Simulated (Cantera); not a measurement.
A closed system holds: 1 mol Si2Cl6, 0.014 mol Cl2, a varied amount of N2, at 1000 Pa.

These are equilibrium values from Cantera (NASA tables, ideal gas, pure condensed phases), not measurements of a reactor. Candidate condensed phases: Si, Si3N4; 13 gas species. The feed counts by its element totals alone. N2 is the only nitrogen source here; it is nearly inert below about 1500 K, so the nitride shown seldom forms there in practice. The tables' values for SiCl3 are old estimates. Kinetics and transport are ignored.

Stable condensed phases, one row left out:

```
T in K \ n(N2) in mol
          18  28  44  68 100 160 250
   1500    A   A   A   A   A   A   A
   1450    A   A   A   A   A   A   A
   1350    B   B   B   B   B   B   A
   1300    B   B   B   B   B   B   B
   1250    B   B   B   B   B   B   B
   1200    B   B   B   B   B   B   B
   1150    B   B   B   B   B   B   B
   1100    B   B   B   B   B   B   B
   1050    B   B   B   B   B   B   B
   1000    B   B   B   B   B   B   B
    950    B   B   B   B   B   B   B
    900    B   B   B   B   B   B   B
    850    B   B   B   B   B   B   B
```

A: gas only; B: Si3N4.

Give the row for 1400 K.

18: Si3N4; 28: Si3N4; 44: gas only; 68: gas only; 100: gas only; 160: gas only; 250: gas only.
